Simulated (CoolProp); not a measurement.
Vapour-liquid equilibrium of ethylbenzene (1) + m-xylene (2) at 34.8 kPa; x and y are mole fractions of (1).

The numbers come from the multi-fluid Helmholtz-energy mixture model, Zhou 2012 and Zhou 2012; pair parameters Bell 2016 in CoolProp.

```tsv
x	bubble temperature (°C)	y at the bubble point	dew temperature at overall composition x (°C)	liquid density (mol/L)
0.05	103.1	0.055	103.1	7.441
0.125	102.8	0.137	102.9	7.443
0.2	102.6	0.217	102.6	7.446
0.275	102.3	0.296	102.4	7.448
0.35	102.1	0.373	102.2	7.451
0.425	101.9	0.449	101.9	7.454
0.5	101.7	0.523	101.7	7.457
0.575	101.5	0.597	101.5	7.461
0.65	101.3	0.669	101.3	7.465
0.725	101.1	0.741	101.1	7.469
0.8	100.9	0.812	100.9	7.473
0.875	100.7	0.883	100.7	7.477
0.95	100.6	0.953	100.6	7.482
```

No azeotrope shows between x = 0.05 and 0.95.

The pair parameters rest on a limited set of measurements; away from them the model extrapolates.
